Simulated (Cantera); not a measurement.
A Cantera script and its output.

```python
import numpy as np
import cantera as ct

gas = ct.Solution("gri30.yaml")
gas.TPX = 1600, 170000, {'CH3OH': 0.012, 'O2': 0.03, 'N2': 1}
reactor = ct.IdealGasConstPressureReactor(gas, energy="off", clone=False)
net = ct.ReactorNet([reactor])
net.rtol, net.atol = 1e-08, 1e-18
show = ['CH3OH', 'O2', 'CO2', 'NO2', 'NO', 'CH3', 'O']
times = np.geomspace(3e-06, 3, 14)

steps = ct.SolutionArray(gas, extra=["t"])
rows = []
print(f"{'t/s':>10s}{'T/K':>9s}{'P/Pa':>11s}" + "".join(f"{s:>11s}" for s in show))
for t in times:
    while net.time < t:
        t_next = net.step()
        steps.append(gas.state, t=t_next)
    rows.append([np.interp(t, steps.t, y) for y in (steps.T, steps.P, *steps(*show).X.T)])
    print(f"{t:10.3e}{rows[-1][0]:9.1f}{rows[-1][1]:11.4g}" + "".join(f"{x:11.3e}" for x in rows[-1][2:]))
rate = np.gradient(steps.T, steps.t)
print("integrator steps:", len(steps.t))
if steps.T.max() > steps.T[0] + 200:
    print(f"time of steepest temperature rise: {steps.t[rate.argmax()]:.4e} s")
gas.TPX = 1600, 170000, {'CH3OH': 0.012, 'O2': 0.03, 'N2': 1}
gas.equilibrate("TP")
print(f"equilibrium (TP): T = {gas.T:.1f} K  " + "  ".join(f"{s} {gas[s].X[0]:.3e}" for s in show))
```

It prints:

```
       t/s      T/K       P/Pa      CH3OH         O2        CO2        NO2         NO        CH3          O
 3.000e-06   1600.0    1.7e+05  1.149e-02  2.878e-02  9.800e-07  1.676e-16  1.404e-12  3.668e-06  2.223e-07
 8.683e-06   1600.0    1.7e+05  1.142e-02  2.875e-02  3.040e-06  2.301e-14  1.122e-11  9.639e-06  2.843e-07
 2.513e-05   1600.0    1.7e+05  1.112e-02  2.860e-02  8.945e-06  1.310e-12  5.980e-11  1.633e-05  5.466e-07
 7.273e-05   1600.0    1.7e+05  8.283e-03  2.749e-02  2.856e-05  7.161e-11  4.895e-10  5.293e-06  2.635e-06
 2.105e-04   1600.0    1.7e+05  1.272e-12  1.555e-02  2.677e-03  3.789e-10  1.115e-06  8.456e-11  2.828e-03
 6.093e-04   1600.0    1.7e+05  3.518e-18  1.219e-02  9.656e-03  4.279e-09  7.906e-06  4.927e-17  7.717e-04
 1.763e-03   1600.0    1.7e+05  5.160e-21  1.153e-02  1.110e-02  1.197e-08  8.751e-06  1.815e-20  1.256e-04
 5.104e-03   1600.0    1.7e+05  2.351e-23  1.143e-02  1.140e-02  2.095e-08  8.904e-06 -1.483e-22  2.081e-05
 1.477e-02   1600.0    1.7e+05  6.198e-26  1.143e-02  1.144e-02  1.739e-08  8.954e-06  1.449e-25  4.253e-06
 4.275e-02   1600.0    1.7e+05 -1.666e-25  1.144e-02  1.145e-02  1.186e-08  8.974e-06  1.263e-24  1.496e-06
 1.237e-01   1600.0    1.7e+05  6.094e-25  1.144e-02  1.145e-02  1.099e-08  8.991e-06 -2.671e-25  1.199e-06
 3.581e-01   1600.0    1.7e+05  1.408e-27  1.144e-02  1.145e-02  1.104e-08  9.034e-06  2.561e-28  1.197e-06
 1.037e+00   1600.0    1.7e+05  1.399e-27  1.144e-02  1.145e-02  1.119e-08  9.161e-06  1.967e-28  1.197e-06
 3.000e+00   1600.0    1.7e+05  1.398e-27  1.144e-02  1.145e-02  1.164e-08  9.526e-06  1.848e-28  1.197e-06
integrator steps: 2082
equilibrium (TP): T = 1600.0 K  CH3OH 1.463e-27  O2 1.119e-02  CO2 1.145e-02  NO2 5.970e-07  NO 4.940e-04  CH3 3.230e-28  O 1.184e-06
```

Detailed kinetics in Cantera: GRI-Mech 3.0 (53 species, 325 reactions). GRI-Mech 3.0 was tuned for natural gas; its chemistry of methanol as a main component is partial and can be far from experiment. The temperature is held fixed by assumption; the heat of reaction is taken as removed at once.
